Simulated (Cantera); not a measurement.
## Nitride etching: BN + HF + N2

Feed: 1 mol BN, 1.1 mol HF, 28 mol N2, equilibrated at 13300 Pa.

Equilibrium computed with Cantera from the NASA thermochemical tables; the gas is ideal and each condensed phase is pure. Candidate condensed phases: B, BN; 31 gas species. The tables' values for BF2 are old estimates; treat these amounts as uncertain. Equilibrium is a limit: real reactors are often held back by kinetics, nucleation or transport.

```csv
T (K),x N2,x H2,x BF3,x BF2,n BN(s)
723,0.968,0.0186,0.0124,<1e-12,0.638
823,0.968,0.0185,0.0123,5.57e-12,0.641
923,0.968,0.0184,0.0122,2.91e-10,0.644
1023,0.968,0.0182,0.0121,6.98e-9,0.647
1123,0.968,0.0180,0.0120,9.43e-8,0.650
1223,0.968,0.0178,0.0119,8.27e-7,0.654
1323,0.968,0.0177,0.0118,5.19e-6,0.657
1423,0.968,0.0175,0.0116,2.50e-5,0.660
1523,0.968,0.0173,0.0115,9.75e-5,0.662
1623,0.968,0.0171,0.0112,0.000318,0.662
1723,0.968,0.0170,0.0107,0.000884,0.657
1823,0.967,0.0168,0.00963,0.00211,0.639
1923,0.965,0.0167,0.00772,0.00420,0.591
2023,0.962,0.0165,0.00487,0.00656,0.487
```
x: gas mole fraction; n: condensed amount in mol.

From 723 K to 2023 K the condensed part is BN(s).
